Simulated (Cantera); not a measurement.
A perfectly stirred reactor is fed with H₂ : O₂ : N₂ : NO = 1 : 0.521 : 1.96 : 0.0054 (molar parts), at 2000000 Pa; it is adiabatic with a 673 K inlet, and is followed from long to short residence time, starting on the burning branch (τ in s: 0.31, 0.11, 0.038, 0.013, 0.0047, 0.0017, 0.00059, 0.00021, 7.3e-05).

Cantera simulation using GRI-Mech 3.0 (53 species, 325 reactions); the numbers are that mechanism's predictions, not measurements. The hydrogen kinetics of GRI-Mech 3.0 are dated; newer H2 mechanisms differ, most at raised pressure. The pressure lies above the range GRI-Mech 3.0 was tuned for (to about 10 atm). The mechanism lacks 2 NO + O2 → 2 NO2 and HONO, so NO2 and the effect of NO are under-described below about 1400 K.

```csv
quantity,before,after
"blow-out, bracketed by the residence times tried","burning at 73.0 µs, the shortest tried","burning at 73.0 µs, the shortest tried"
x(H₂) at τ = 0.310 s,0.00956,0.0167
x(O₂) at τ = 0.310 s,0.00790,0.0105
x(NO) at τ = 0.310 s,0.00521,0.00525
x(O) at τ = 0.310 s,0.000586,0.00140
x(H₂O₂) at τ = 0.310 s,1.21e-6,3.91e-7
x(H₂) at τ = 4.70 ms,0.00964,0.0179
x(O₂) at τ = 4.70 ms,0.00809,0.0116
x(NO) at τ = 4.70 ms,0.00488,0.00386
x(O) at τ = 4.70 ms,0.000598,0.00164
x(H₂O₂) at τ = 4.70 ms,1.23e-6,4.05e-7
```

**Question.** What was changed between the two runs?
(A) inlet temperature 673 to 748 K
(B) inlet temperature 673 to 325 K
(C) inlet temperature 673 to 373 K
(D) pressure from 2000000 Pa to 230000 Pa

**Answer.** D, pressure from 2000000 Pa to 230000 Pa
